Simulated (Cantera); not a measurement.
A freely propagating, adiabatic, planar premixed flame of H2 : O2 : N2 : H2O = 1 : 0.5 : 1.88 : 0.12 (molar parts), equivalence ratio 1.0, unburnt at 600 K and 750 Torr; mixture-averaged transport, grid criteria slope 0.08 and curve 0.16, no radiation.

Cantera simulation using the H2/O2 subset of GRI-Mech 3.0, which has no nitrogen chemistry; the numbers are that mechanism's predictions, not measurements. Burning velocities carry a grid error of a few per cent, more on coarse grids.

Q: Predict: laminar burning velocity; thermal thickness; peak x(H2O2); peak x(HO2); peak x(OH).

A: 
```json
{
 "laminar_burning_velocity": "706 cm/s",
 "thermal_thickness": "0.460 mm",
 "peak x(H2O2)": "1.82e-5",
 "peak x(HO2)": "0.000347",
 "peak x(OH)": "0.0179"
}
```
